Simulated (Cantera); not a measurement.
Charge: 1 mol Si₂H₆, 3 mol N₂, at 5.20 mbar.

Equilibrium computed with Cantera from the NASA thermochemical tables; the gas is ideal and each condensed phase is pure. Candidate condensed phases: Si, Si₃N₄; 18 gas species. The feed counts by its element totals alone. N₂ is the only nitrogen source here; it is nearly inert below about 1500 K, so the nitride shown seldom forms there in practice. Mutual solubility and eutectic melting of coexisting phases are not modelled. The tables' values for SiN are old estimates; treat these amounts as uncertain. Gases not in the tables: Si₂H₆ and higher silanes. The numbers say what is thermodynamically allowed, not how fast it happens.

x: gas mole fraction; n: condensed amount in mol.

| T (K) | x H₂ | x N₂ | x H | x Si | x SiH | x Si₂N | n Si₃N₄(s) | n Si(l) |
|---|---|---|---|---|---|---|---|---|
| 923 | 0.643 | 0.357 | 2.72e-9 | <1e-12 | <1e-12 | <1e-12 | 0.667 | 0 |
| 1023 | 0.643 | 0.357 | 4.60e-8 | <1e-12 | <1e-12 | <1e-12 | 0.667 | 0 |
| 1123 | 0.643 | 0.357 | 4.74e-7 | <1e-12 | <1e-12 | <1e-12 | 0.667 | 0 |
| 1223 | 0.643 | 0.357 | 3.34e-6 | <1e-12 | <1e-12 | <1e-12 | 0.667 | 0 |
| 1323 | 0.643 | 0.357 | 1.76e-5 | 1.05e-10 | 4.47e-11 | <1e-12 | 0.667 | 0 |
| 1423 | 0.643 | 0.357 | … | … | … | … | 0.667 | 0 |
| 1523 | 0.643 | 0.357 | 0.000257 | 4.05e-7 | 6.83e-8 | 3.66e-9 | 0.667 | 0 |
| 1623 | 0.642 | 0.357 | … | … | … | … | 0.667 | 0 |
| 1723 | 0.543 | 0.455 | 0.00186 | 0.000189 | 1.45e-5 | 9.07e-6 | 0.245 | 1.26 |
| 1823 | 0.496 | 0.498 | 0.00423 | 0.000850 | 4.61e-5 | 2.81e-5 | 0 | 1.99 |

Complete the blanks.


- 1623, x H: 0.000768
- 1623, x Si: 1.16e-5
- 1623, x SiH: 1.34e-6
- 1623, x Si₂N: 2.60e-7
- 1423, x H: 7.39e-5
- 1423, x Si: 8.77e-9
- 1423, x SiH: 2.27e-9
- 1423, x Si₂N: 2.79e-11
